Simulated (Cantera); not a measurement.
An adiabatic, constant-pressure homogeneous reactor starts with 10.2 % CH4, 2.77 % CO, 18.3 % O2, 68.8 % N2, at 1550 K and 30.0 bar.

Cantera simulation using GRI-Mech 3.0 (53 species, 325 reactions); the numbers are that mechanism's predictions, not measurements. The pressure lies above the range GRI-Mech 3.0 was tuned for (to about 10 atm). Above 3000 K some thermodynamic fits are extrapolated.

### Question
Predict: time of steepest temperature rise; temperature at 0.600 s; equilibrium temperature; x(CO) at 0.600 s; x(O2) at 0.600 s; x(CH2O) at 0.600 s.

### Answer
| Quantity | Value |
|---|---|
| time of steepest temperature rise | 53.3 µs |
| temperature at 0.600 s | 3011 K |
| equilibrium temperature | 3011 K |
| x(CO) at 0.600 s | 0.0620 (gas-phase equilibrium 0.0620) |
| x(O2) at 0.600 s | 0.00410 (gas-phase equilibrium 0.00410) |
| x(CH2O) at 0.600 s | 1.67e-8 (gas-phase equilibrium 1.67e-8) |
